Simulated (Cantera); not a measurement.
A closed system holds: 1 mol trisilylamine, 13 mol NH₃, equilibrated at 798.15 K and 0.100 bar.

These are equilibrium values from Cantera (NASA tables, ideal gas, pure condensed phases), not measurements of a reactor. Candidate condensed phases: Si, Si₃N₄; 18 gas species. The feed counts by its element totals alone. Equilibrium is a limit: real reactors are often held back by kinetics, nucleation or transport.

Task: What is the equilibrium state?

Result: 
| Quantity | Result |
|---|---|
| x(H₂) | 0.828 |
| x(N₂) | 0.172 |
| x(NH₃) | 9.52e-5 |
| n(Si₃N₄(s)) | 1.00 mol |
| gas amount | 29.00 mol |
| log10 activity of Si(s) (absent) | -9.31 |
